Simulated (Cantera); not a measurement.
# Hydrocarbon pyrolysis for carbon deposition

An isothermal, constant-pressure homogeneous reactor starts with CH₄ : H₂ = 1 : 81 (molar parts), at 1900 K and 760 Torr.

Model: GRI-Mech 3.0 (53 species, 325 reactions), integrated in Cantera. GRI-Mech 3.0 stops at C3 and has no aromatics, soot or wall deposition, so with more carbon than oxygen in the feed, carbon stays in small species such as C2H2 where larger ones or solid carbon would form.

```json
[
 {"t (s)": "2.00e-5", "x CH₄": "0.0122", "x H₂": "0.988", "x H": "9.79e-5", "x C₂H₂": "3.67e-10", "x C₂H₄": "1.77e-8", "x CH₃": "2.48e-5", "x CH₂": "2.91e-9"},
 {"t (s)": "6.53e-5", "x CH₄": "0.0121", "x H₂": "0.988", "x H": "0.000305", "x C₂H₂": "7.20e-8", "x C₂H₄": "5.83e-7", "x CH₃": "7.53e-5", "x CH₂": "2.77e-8"},
 {"t (s)": "0.000213", "x CH₄": "0.0120", "x H₂": "0.987", "x H": "0.000681", "x C₂H₂": "8.25e-6", "x C₂H₄": "7.70e-6", "x CH₃": "0.000165", "x CH₂": "1.34e-7"},
 {"t (s)": "0.000696", "x CH₄": "0.0118", "x H₂": "0.987", "x H": "0.000778", "x C₂H₂": "0.000102", "x C₂H₄": "1.29e-5", "x CH₃": "0.000185", "x CH₂": "1.71e-7"},
 {"t (s)": "0.00227", "x CH₄": "0.0111", "x H₂": "0.987", "x H": "0.000779", "x C₂H₂": "0.000414", "x C₂H₄": "1.54e-5", "x CH₃": "0.000175", "x CH₂": "1.62e-7"},
 {"t (s)": "0.00742", "x CH₄": "0.00950", "x H₂": "0.988", "x H": "0.000781", "x C₂H₂": "0.00123", "x C₂H₄": "2.24e-5", "x CH₃": "0.000150", "x CH₂": "1.40e-7"},
 {"t (s)": "0.0242", "x CH₄": "0.00645", "x H₂": "0.990", "x H": "0.000785", "x C₂H₂": "0.00275", "x C₂H₄": "3.66e-5", "x CH₃": "0.000102", "x CH₂": "9.63e-8"},
 {"t (s)": "0.0792", "x CH₄": "0.00339", "x H₂": "0.991", "x H": "0.000789", "x C₂H₂": "0.00427", "x C₂H₄": "5.24e-5", "x CH₃": "5.38e-5", "x CH₂": "5.16e-8"},
 {"t (s)": "0.258", "x CH₄": "0.00211", "x H₂": "0.992", "x H": "0.000791", "x C₂H₂": "0.00490", "x C₂H₄": "5.95e-5", "x CH₃": "3.35e-5", "x CH₂": "3.24e-8"},
 {"t (s)": "0.844", "x CH₄": "0.00201", "x H₂": "0.992", "x H": "0.000791", "x C₂H₂": "0.00495", "x C₂H₄": "6.00e-5", "x CH₃": "3.20e-5", "x CH₂": "3.10e-8"},
 {"t (s)": "2.76", "x CH₄": "0.00201", "x H₂": "0.992", "x H": "0.000791", "x C₂H₂": "0.00495", "x C₂H₄": "6.00e-5", "x CH₃": "3.20e-5", "x CH₂": "3.10e-8"},
 {"t (s)": "9.00", "x CH₄": "0.00201", "x H₂": "0.992", "x H": "0.000791", "x C₂H₂": "0.00495", "x C₂H₄": "6.00e-5", "x CH₃": "3.20e-5", "x CH₂": "3.10e-8"}
]
```
x: mole fraction; the columns are a selection and need not sum to one.

Equilibrium at this temperature and pressure: CH₄ 0.00201, H₂ 0.992, H 0.000791, C₂H₂ 0.00495, C₂H₄ 6.00e-5, CH₃ 3.20e-5, CH₂ 3.10e-8 (gas phase only).
